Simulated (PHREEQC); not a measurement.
A solution holds 0.18 mol LiCl per kg of water, at 25 °C. Closed to the air; pH follows from the charge balance.

The numbers come from PHREEQC with the Pitzer model, pitzer.dat.

No solid was allowed to form.

Estimate the activity of water, density, specific conductance.

activity of water 0.994; density 1.002 g/cm³; specific conductance 16500 µS/cm.
